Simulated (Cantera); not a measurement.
An adiabatic, constant-pressure homogeneous reactor starts with 6.72 % CO, 0.255 % H2, 2.02 % CH4, 18.3 % O2, 69.2 % N2, 3.49 % CO2, at 1248 K and 5.00 bar.

Model: GRI-Mech 3.0 (53 species, 325 reactions), integrated in Cantera.

**Question.** Predict: time of steepest temperature rise; temperature at 0.800 s; equilibrium temperature; x(CO) at 0.800 s; x(H2) at 0.800 s; x(H2O) at 0.800 s; x(H2O2) at 0.800 s; x(H) at 0.800 s.

**Answer.** 
| Quantity | Result |
|---|---|
| time of steepest temperature rise | 0.768 ms |
| temperature at 0.800 s | 2161 K |
| equilibrium temperature | 2161 K |
| x(CO) at 0.800 s | 0.000791 (gas-phase equilibrium 0.000791) |
| x(H2) at 0.800 s | 5.32e-5 (gas-phase equilibrium 5.32e-5) |
| x(H2O) at 0.800 s | 0.0435 (gas-phase equilibrium 0.0435) |
| x(H2O2) at 0.800 s | 9.75e-8 (gas-phase equilibrium 9.74e-8) |
| x(H) at 0.800 s | 1.48e-5 (gas-phase equilibrium 1.48e-5) |
